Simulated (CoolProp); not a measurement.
Computed with CoolProp (reference Helmholtz-energy equation of state, Lemmon 2006). It is a short technical equation, of lower accuracy than the large ones.

**Question.** For nitrous oxide, give the phase and the density (kg/m³), cv (kJ/(kg K)), Joule-Thomson coefficient (K/MPa), isothermal compressibility (1/MPa) at 329.3 K and 5.43 MPa; 329.3 K and 7.76 MPa; 329.3 K and 10.9 MPa.

**Answer.** 
- 329.3 K and 5.43 MPa: gas; density 116, cv 0.820, Joule-Thomson coefficient 8.82, isothermal compressibility 0.258
- 329.3 K and 7.76 MPa: supercritical; density 208, cv 0.905, Joule-Thomson coefficient 8.25, isothermal compressibility 0.255
- 329.3 K and 10.9 MPa: supercritical; density 499, cv 1.00, Joule-Thomson coefficient 3.96, isothermal compressibility 0.189
